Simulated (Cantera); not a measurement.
Input (Python, Cantera) and output of one run.

```python
import numpy as np
import cantera as ct

gas_names = [...]  # 136 gases of nasa_gas.yaml made of C, H, N, O
cond_names = """
    C(gr) C6H6(L) C7H8(L) C8H18(L),n-octa H2O(s) H2O(L)
""".split()


# ... load() reads the species with a 1 bar reference pressure and builds the phases ...
atoms = {
    'C2H5OH': {'C': 2, 'H': 6, 'O': 1},
    'NH3': {'N': 1, 'H': 3},
    'N2': {'N': 2},
}
top_T = {'C(gr)': 4500}  # K; cautious upper limits of use, not melting points


# ... equilibrate(T, P, feed) seeds the gas with the atoms and calls Mixture.equilibrate('TP', solver="vcs", rtol=1e-11, max_steps=5000) ...
results = []
feed = {'C2H5OH': 1, 'NH3': 0.83, 'N2': 0.6}  # mol
P = 101325  # Pa
for T in [648, 848, 1048, 1248, 1448, 1648, 1848]:
    mix = equilibrate(T, P, feed)
    results.append((T, P, feed, dict(zip(mix.species_names, mix.species_moles))))
    x = sorted(zip(gas.X, gas.species_names), reverse=True)
    print(f"T = {T:g} K  P = {P:g} Pa  gas = {mix.phase_moles(0):.4g} mol")
    print("   x: " + "  ".join(f"{s} {v:.3e}" for v, s in x if v > 1e-06))
    print("   condensed (mol): " + ("  ".join(f"{mix.phase(i).name} {mix.phase_moles(i):.4g}"
          for i in range(1, mix.n_phases) if mix.phase_moles(i) > 1e-12) or "none"))
```

Result:

```
T = 648 K  P = 101325 Pa  gas = 3.865 mol
   x: CH4 3.809e-01  N2 2.624e-01  H2O 2.185e-01  H2 1.174e-01  CO2 1.977e-02  CO 6.668e-04  NH3 4.026e-04  C2H6 2.040e-06
   condensed (mol): C(gr) 0.4487
T = 848 K  P = 101325 Pa  gas = 4.859 mol
   x: H2 4.689e-01  N2 2.088e-01  CH4 1.427e-01  H2O 1.188e-01  CO 3.389e-02  CO2 2.654e-02  NH3 2.810e-04  C2H6 1.602e-06
   condensed (mol): C(gr) 1.013
T = 1048 K  P = 101325 Pa  gas = 5.983 mol
   x: H2 6.432e-01  N2 1.696e-01  CO 1.410e-01  CH4 2.447e-02  H2O 1.718e-02  CO2 4.470e-03  NH3 9.242e-05  HCN 3.568e-06
   condensed (mol): C(gr) 0.9831
T = 1248 K  P = 101325 Pa  gas = 6.216 mol
   x: H2 6.710e-01  N2 1.632e-01  CO 1.587e-01  CH4 5.086e-03  H2O 1.659e-03  CO2 2.521e-04  HCN 4.112e-05  NH3 3.465e-05
   condensed (mol): C(gr) 0.98
T = 1448 K  P = 101325 Pa  gas = 6.248 mol
   x: H2 6.759e-01  N2 1.623e-01  CO 1.597e-01  CH4 1.544e-03  H2O 2.771e-04  HCN 2.394e-04  CO2 2.763e-05  NH3 1.652e-05  H 7.528e-06  HNC 3.393e-06  C2H2,acetylene 3.212e-06  C2H4 1.074e-06
   condensed (mol): C(gr) 0.9907
T = 1648 K  P = 101325 Pa  gas = 6.256 mol
   x: H2 6.767e-01  N2 1.618e-01  CO 1.598e-01  HCN 9.035e-04  CH4 6.216e-04  H 7.277e-05  H2O 7.133e-05  C2H2,acetylene 3.027e-05  HNC 2.361e-05  NH3 9.363e-06  CO2 5.256e-06  C2H4 1.536e-06  CH3 1.361e-06
   condensed (mol): C(gr) 0.9904
T = 1848 K  P = 101325 Pa  gas = 6.259 mol
   x: H2 6.758e-01  N2 1.608e-01  CO 1.597e-01  HCN 2.542e-03  H 4.330e-04  CH4 3.049e-04  C2H2,acetylene 1.740e-04  HNC 1.071e-04  H2O 2.474e-05  NH3 5.978e-06  CH3 3.936e-06  C2H4 2.017e-06  CO2 1.459e-06
   condensed (mol): C(gr) 0.9794
```

Equilibrium computed with Cantera from the NASA thermochemical tables; the gas is ideal and each condensed phase is pure.
